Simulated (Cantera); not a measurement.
**Ignition delay**

Mixture: C2H4 : O2 : N2 : CO2 = 1 : 2.31 : 8.68 : 1.7 (molar parts), at 5.50 bar, adiabatic and at constant volume. Ignition delay is the time to a rise of 400 K.

Detailed kinetics in Cantera: GRI-Mech 3.0 (53 species, 325 reactions). GRI-Mech 3.0 was tuned for natural gas; its chemistry of ethylene as a main component is partial and can be far from experiment.

| T0 (K) | delay (ms) |
|---|---|
| 1225 | 0.510 |
| 1275 | 0.158 |
| 1325 | 0.0547 |
| 1375 | 0.0240 |
| 1425 | 0.0137 |
| 1475 | 0.00912 |
| 1525 | 0.00667 |

```yaml
apparent activation energy between 1425 and 1525 K: 130 kJ/mol
```
